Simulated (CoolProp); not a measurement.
Carbon monoxide at 298.15 K and 0.47 MPa is throttled through a valve to 0.0262 MPa with no heat exchange. Each further row changes one setting.

Computed with CoolProp (reference Helmholtz-energy equation of state, Lemmon 2006). It is a short technical equation, of lower accuracy than the large ones.

```tsv
case	temperature change (K)	final density (kg/m³)
as stated	-1.1	(withheld)
outlet pressure 0.00786 MPa	(withheld)	(withheld)
outlet pressure 0.0341 MPa	-1.1	0.387
```

**Question.** Complete the blanks.

**Answer.** 
- as stated, final density (kg/m³): 0.297
- outlet pressure 0.00786 MPa, temperature change (K): -1.2
- outlet pressure 0.00786 MPa, final density (kg/m³): 0.0892
